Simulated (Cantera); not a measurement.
Fluorocarbon and chlorocarbon gases: CH₃F + HCl + H₂ + F₂

Input: 1 mol CH₃F, 2 mol HCl, 0.28 mol H₂, 0.94 mol F₂, equilibrated at 13300 Pa.

Method: chemical equilibrium by Gibbs-energy minimisation in Cantera with the NASA 1993 tables (ideal gas, pure condensed phases). Candidate condensed phases: C, C₆H₆, C₇H₈, C₈H₁₈; 118 gas species. The tables' values for CCl are old estimates; treat these amounts as uncertain. Rates play no part.

| T (°C) | x HF | x HCl | x H | x Cl | x H₂ | x C₃ | x F | n C(graphite) |
|---|---|---|---|---|---|---|---|---|
| 477 | 0.553 | 0.384 | <1e-12 | 1.44e-12 | 0.0620 | <1e-12 | <1e-12 | 0.991 |
| 677 | 0.552 | 0.383 | 3.88e-10 | 2.18e-9 | 0.0650 | <1e-12 | <1e-12 | 1.000 |
| 877 | 0.552 | 0.383 | 5.21e-8 | 2.70e-7 | 0.0651 | <1e-12 | <1e-12 | 1.000 |
| 1077 | 0.552 | 0.383 | 1.67e-6 | 8.16e-6 | 0.0651 | <1e-12 | 1.17e-10 | 1.000 |
| 1277 | 0.552 | 0.383 | 2.20e-5 | 0.000103 | 0.0652 | <1e-12 | 7.26e-9 | 1.000 |
| 1477 | 0.551 | 0.382 | 0.000163 | 0.000734 | 0.0654 | <1e-12 | 1.77e-7 | 1.000 |
| 1677 | 0.551 | 0.379 | 0.000808 | 0.00346 | 0.0663 | 5.87e-11 | 2.24e-6 | 1.000 |
| 1877 | 0.548 | 0.368 | 0.00303 | 0.0119 | 0.0689 | 6.42e-9 | 1.75e-5 | 0.999 |
| 2077 | 0.540 | 0.344 | 0.00931 | 0.0309 | 0.0743 | 3.10e-7 | 9.34e-5 | 0.995 |
| 2277 | 0.527 | 0.302 | 0.0243 | 0.0638 | 0.0811 | 7.99e-6 | 0.000375 | 0.987 |
| 2477 | 0.505 | 0.243 | 0.0546 | 0.108 | 0.0848 | 0.000127 | 0.00123 | 0.966 |
| 2677 | 0.474 | 0.175 | 0.104 | 0.157 | 0.0796 | 0.00136 | 0.00350 | 0.902 |
| 2877 | 0.429 | 0.109 | 0.169 | 0.196 | 0.0632 | 0.0107 | 0.00918 | 0.611 |
| 3077 | 0.369 | 0.0589 | 0.235 | 0.215 | 0.0429 | 0.0309 | 0.0221 | 0 |
x: gas mole fraction; n: condensed amount in mol.

From 477 °C to 2877 °C the condensed part is C(graphite). At 3077 °C nothing is condensed. The main C-bearing gas is CH₄ at 477 °C and C₃ at 3077 °C.
